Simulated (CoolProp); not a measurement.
A Linde-Hampson liquefier for normal hydrogen: isothermal reversible compression at 230 K from 1 atm to 40 MPa, throttling to 1 atm, return gas leaving the recuperator 2 K below the feed. Each further row changes one setting.

Model: reference Helmholtz-energy equation of state, Leachman 2009, in CoolProp.

```tsv
case	compression work (kJ/kg of gas)
as stated	5950
high pressure 80 MPa	6920
warm-end temperature 260 K	6700
warm-end gap 7 K	5950
```
